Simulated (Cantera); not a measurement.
Charge: 1 mol SiH4, 0.42 mol CO2, 24 mol H2, held at 1500 °C and 3.40 mbar.

Cantera equilibrium calculation (NASA polynomials, part measured and part estimated; ideal gas, pure solids and liquids). Candidate condensed phases: C, C6H6, C7H8, C8H18, H2O, Si, SiC, SiO2; 123 gas species. Gases not in the tables: Si2H6 and higher silanes. Equilibrium is a limit: real reactors are often held back by kinetics, nucleation or transport.

Base state: H2 0.964, SiO 0.0261, CO 0.00507, H 0.00480, Si 0.000423, SiH 2.99e-5, SiH2 1.60e-5 (mole fractions); condensed: SiC(s).

Q: What changes in the equilibrium state with this change: temperature from 1500 °C to 1750 °C?

A: 
```
species        before     after
-----------  --------  --------
H2              0.964     0.924
H             0.00480    0.0313
SiO            0.0261    0.0187
Si           0.000423    0.0128
CO            0.00507    0.0117
Si2C          3.89e-6  0.000385
Si2           1.59e-6  0.000106
Si3           2.58e-7   1.72e-5
SiH           2.99e-5  0.000460
SiC(s), mol     0.283    0.0862
```

Q: What changes in the equilibrium state with this change: pressure from 3.40 mbar to 1.33 mbar?

A: 
```csv
species,before,after
H2,0.964,0.960
SiO,0.0261,0.0258
H,0.00480,0.00764
Si,0.000423,0.00104
SiH,2.99e-5,4.59e-5
CO,0.00507,0.00538
"SiC(s), mol",0.283,0.275
```
